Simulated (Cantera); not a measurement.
A freely propagating, adiabatic, planar premixed flame of 25.4 % H₂, 15.7 % O₂, 58.9 % N₂, equivalence ratio 0.81, unburnt at 423 K and 1.70 bar; mixture-averaged transport, grid criteria slope 0.08 and curve 0.16, no radiation.

Model: the H2/O2 subset of GRI-Mech 3.0, which has no nitrogen chemistry, integrated in Cantera. Burning velocities carry a grid error of a few per cent, more on coarse grids.

**Question.** Predict: laminar burning velocity; thermal thickness; peak x(OH); peak x(H₂O₂); peak x(H).

**Answer.** 
* **laminar burning velocity**: 300 cm/s
* **thermal thickness**: 0.196 mm
* **peak x(OH)**: 0.0144
* **peak x(H₂O₂)**: 7.87e-5
* **peak x(H)**: 0.0249
